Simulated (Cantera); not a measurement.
Input (Python, Cantera):

```python
import numpy as np
import cantera as ct

gas = ct.Solution("gri30.yaml")
gas.TPX = 1250, 110000, {'C3H8': 1, 'O2': 6.17, 'N2': 23.2}
reactor = ct.IdealGasReactor(gas, energy="on", clone=False)
net = ct.ReactorNet([reactor])
net.rtol, net.atol = 1e-08, 1e-16
show = ['C3H8', 'O2', 'CH2CO', 'NO2', 'NO']
times = np.geomspace(2e-06, 0.2, 13)

steps = ct.SolutionArray(gas, extra=["t"])
rows = []
print(f"{'t/s':>10s}{'T/K':>9s}{'P/Pa':>11s}" + "".join(f"{s:>11s}" for s in show))
for t in times:
    while net.time < t:
        t_next = net.step()
        steps.append(gas.state, t=t_next)
    rows.append([np.interp(t, steps.t, y) for y in (steps.T, steps.P, *steps(*show).X.T)])
    print(f"{t:10.3e}{rows[-1][0]:9.1f}{rows[-1][1]:11.4g}" + "".join(f"{x:11.3e}" for x in rows[-1][2:]))
rate = np.gradient(steps.T, steps.t)
print("integrator steps:", len(steps.t))
if steps.T.max() > steps.T[0] + 200:
    print(f"time of steepest temperature rise: {steps.t[rate.argmax()]:.4e} s")
gas.TPX = 1250, 110000, {'C3H8': 1, 'O2': 6.17, 'N2': 23.2}
gas.equilibrate("UV")
print(f"equilibrium (UV): T = {gas.T:.1f} K  " + "  ".join(f"{s} {gas[s].X[0]:.3e}" for s in show))
```

It prints:

```
       t/s      T/K       P/Pa       C3H8         O2      CH2CO        NO2         NO
 2.000e-06   1250.0    1.1e+05  3.293e-02  2.032e-01  3.913e-14  1.351e-24  3.876e-19
 5.220e-06   1250.0    1.1e+05  3.292e-02  2.032e-01  2.644e-12  1.854e-22  3.688e-18
 1.363e-05   1249.9    1.1e+05  3.291e-02  2.032e-01  6.582e-11  9.913e-21  1.859e-17
 3.557e-05   1249.7    1.1e+05  3.289e-02  2.031e-01  1.421e-09  3.300e-19  8.913e-17
 9.283e-05   1249.4    1.1e+05  3.276e-02  2.031e-01  4.550e-08  1.185e-17  8.744e-16
 2.423e-04   1249.6    1.1e+05  3.228e-02  2.028e-01  8.679e-07  2.229e-16  6.204e-15
 6.325e-04   1251.2  1.103e+05  3.088e-02  2.020e-01  9.115e-06  2.891e-15  2.640e-14
 1.651e-03   1266.7  1.125e+05  2.470e-02  1.973e-01  1.566e-04  9.069e-14  3.366e-13
 4.309e-03   2788.4  2.609e+05  2.218e-44  4.018e-02  1.326e-17  6.983e-06  1.456e-02
 1.125e-02   2787.7  2.608e+05  2.227e-44  3.998e-02  1.324e-17  7.195e-06  1.504e-02
 2.936e-02   2787.7  2.608e+05  2.227e-44  3.998e-02  1.324e-17  7.195e-06  1.504e-02
 7.662e-02   2787.7  2.608e+05  2.227e-44  3.998e-02  1.324e-17  7.195e-06  1.504e-02
 2.000e-01   2787.7  2.608e+05  2.227e-44  3.998e-02  1.324e-17  7.195e-06  1.504e-02
integrator steps: 2087
time of steepest temperature rise: 2.0690e-03 s
equilibrium (UV): T = 2787.7 K  C3H8 4.300e-44  O2 3.998e-02  CH2CO 1.482e-17  NO2 7.195e-06  NO 1.504e-02
```

Detailed kinetics in Cantera: GRI-Mech 3.0 (53 species, 325 reactions). GRI-Mech 3.0 was tuned for natural gas; its chemistry of propane as a main component is partial and can be far from experiment.
